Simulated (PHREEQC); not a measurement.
A solution holds 0.046 mol HCl, 0.029 mol LiCl and 0.045 mol Na2SO4 per kg of water, at 52 °C. Closed to the air; pH follows from the charge balance.

Computed with PHREEQC (ion-association model, phreeqc.dat).

```json
{
 "pH": "1.75",
 "ionic_strength": "0.155 mol/kgw",
 "specific_conductance": "30200 µS/cm",
 "density": "0.994 g/cm³",
 "total_alkalinity": "-46.0 meq/kg"
}
```

```json
[
 {"species": "Na+", "molality": "0.0872", "activity": "0.0654", "log γ": "-0.125"},
 {"species": "Cl-", "molality": "0.0750", "activity": "0.0542", "log γ": "-0.141"},
 {"species": "Li+", "molality": "0.0283", "activity": "0.0216", "log γ": "-0.118"},
 {"species": "HSO4-", "molality": "0.0238", "activity": "0.0178", "log γ": "-0.127"},
 {"species": "H+", "molality": "0.0222", "activity": "0.0177", "log γ": "-0.097"},
 {"species": "SO4-2", "molality": "0.0178", "activity": "0.00540", "log γ": "-0.517"},
 {"species": "NaSO4-", "molality": "0.00275", "activity": "0.00207", "log γ": "-0.124"},
 {"species": "LiSO4-", "molality": "0.000682", "activity": "0.000508", "log γ": "-0.128"}
]
```

This is a speciation only: nothing precipitates in the calculation. Constants without temperature data keep their 25 °C values here.
